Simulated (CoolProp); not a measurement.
Vapour-liquid equilibrium of CF4 (R14) (1) + ethane (2) at 657 kPa; x and y are mole fractions of (1).

Values from CoolProp's multi-fluid Helmholtz-energy mixture model, Platzer 1990 and Bücker 2006; pair parameters Bell 2016. This equation is an older, rougher fit; its heat capacities, sound speeds and derivatives of the liquid may be far off and weren't checked against measurements.

Give the bubble temperature and the first vapour's composition at x = 0.35, 0.45, 0.95. Is there an azeotrope?

x = 0.35: 184.4 K, y = 0.851; x = 0.45: 183.7 K, y = 0.858; x = 0.95: 179.0 K, y = 0.972. No azeotrope shows between x = 0.05 and 0.95.

Pair parameters are fitted to limited data, so mixtures are less certain than the pure fluids. With so large a gap from Raoult's law the liquid may split in two, which this calculation doesn't test in full.
